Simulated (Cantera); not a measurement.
Charge: 1 mol Cu2O, 15 mol H2, at 1 atm.

Method: chemical equilibrium by Gibbs-energy minimisation in Cantera with the NASA 1993 tables (ideal gas, pure condensed phases). Candidate condensed phases: Cu, CuO, Cu(OH)2, Cu2O, H2O; 12 gas species. Equilibrium is a limit: real reactors are often held back by kinetics, nucleation or transport.

x: gas mole fraction; n: condensed amount in mol.

```json
[
 {"T (°C)": "577", "x H2": "0.933", "x H2O": "0.0667", "x H": "1.97e-11", "x Cu": "<1e-12", "x OH": "<1e-12", "n Cu(s)": "2.00", "n Cu(l)": "0"},
 {"T (°C)": "627", "x H2": "0.933", "x H2O": "0.0667", "x H": "1.12e-10", "x Cu": "<1e-12", "x OH": "<1e-12", "n Cu(s)": "2.00", "n Cu(l)": "0"},
 {"T (°C)": "677", "x H2": "0.933", "x H2O": "0.0667", "x H": "…", "x Cu": "…", "x OH": "<1e-12", "n Cu(s)": "2.00", "n Cu(l)": "0"},
 {"T (°C)": "727", "x H2": "0.933", "x H2O": "0.0667", "x H": "2.18e-9", "x Cu": "1.54e-11", "x OH": "<1e-12", "n Cu(s)": "2.00", "n Cu(l)": "0"},
 {"T (°C)": "777", "x H2": "0.933", "x H2O": "0.0667", "x H": "7.78e-9", "x Cu": "1.04e-10", "x OH": "1.78e-12", "n Cu(s)": "2.00", "n Cu(l)": "0"},
 {"T (°C)": "827", "x H2": "0.933", "x H2O": "0.0667", "x H": "…", "x Cu": "…", "x OH": "…", "n Cu(s)": "2.00", "n Cu(l)": "0"},
 {"T (°C)": "877", "x H2": "0.933", "x H2O": "0.0667", "x H": "7.16e-8", "x Cu": "2.85e-9", "x OH": "3.09e-11", "n Cu(s)": "2.00", "n Cu(l)": "0"},
 {"T (°C)": "927", "x H2": "0.933", "x H2O": "0.0667", "x H": "1.89e-7", "x Cu": "1.21e-8", "x OH": "1.08e-10", "n Cu(s)": "2.00", "n Cu(l)": "0"},
 {"T (°C)": "977", "x H2": "0.933", "x H2O": "0.0667", "x H": "4.64e-7", "x Cu": "4.58e-8", "x OH": "3.42e-10", "n Cu(s)": "2.00", "n Cu(l)": "0"},
 {"T (°C)": "1027", "x H2": "0.933", "x H2O": "0.0667", "x H": "1.06e-6", "x Cu": "1.56e-7", "x OH": "9.90e-10", "n Cu(s)": "2.00", "n Cu(l)": "0"},
 {"T (°C)": "1077", "x H2": "0.933", "x H2O": "0.0667", "x H": "2.29e-6", "x Cu": "4.83e-7", "x OH": "2.65e-9", "n Cu(s)": "2.00", "n Cu(l)": "0"},
 {"T (°C)": "1127", "x H2": "0.933", "x H2O": "0.0667", "x H": "4.67e-6", "x Cu": "1.33e-6", "x OH": "6.63e-9", "n Cu(s)": "0", "n Cu(l)": "2.00"}
]
```

Q: Some entries are withheld; supply them.

A: 
- 827, x H: 2.48e-8
- 827, x Cu: 5.88e-10
- 827, x OH: 7.90e-12
- 677, x H: 5.34e-10
- 677, x Cu: 1.86e-12
